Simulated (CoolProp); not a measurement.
Saturation properties of CH2F2 (R32).

Model: reference Helmholtz-energy equation of state, Tillner-Roth 1997, in CoolProp.

```
T (°C)  p (kPa)  vapour density (kg/m³)  enthalpy of vaporisation (kJ/kg)  liquid cp (kJ/(kg K))  liquid conductivity (mW/(m K))
------  -------  ----------------------  --------------------------------  ---------------------  ------------------------------
-45.95    134.4                   3.897                             375.6                  1.596                             189
-38.55    189.4                   5.388                             367.1                  1.611                             184
-31.25    259.6                   7.270                             358.4                  1.628                             179
-23.85    350.0                   9.676                             349.1                  1.649                             173
-16.45    463.0                   12.68                             339.3                  1.673                             167
-9.15     600.0                   16.33                             329.0                  1.702                             162
-1.75     768.5                   20.88                             318.0                  1.736                             156
5.65      970.7                   26.42                             306.2                  1.777                             150
12.95      1207                   33.08                             293.8                  1.827                             144
20.35      1489                   41.28                             280.1                  1.889                             138
27.75      1818                   51.30                             265.2                  1.969                             132
35.05      2193                   63.44                             249.1                  2.072                             126
```

It boils at -51.7 °C under 1 atm.

Thermal conductivity comes from a separate model (Huber 2003), an estimate that may be off by 10 % or more.
